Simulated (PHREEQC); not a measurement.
## Metal-bearing waste water: an equilibrium model

A solution holds 0.017 mol CdCl2, 0.0064 mol CuCl2 and 0.0011 mol H2SO4 per kg of water, at 25 °C. Closed to the air; pH follows from the charge balance.

All values are PHREEQC results (ion-association model, phreeqc.dat), not measurements.

No solid was allowed to form.

Question: What pH does the model give?

Answer: pH 2.74.

Question: In which forms is Cd present?

Answer: CdCl+ 56 %, Cd+2 37 %, CdCl2 5.4 %, CdSO4 1.4 % of the Cd.

Species that the database lacks are ignored.
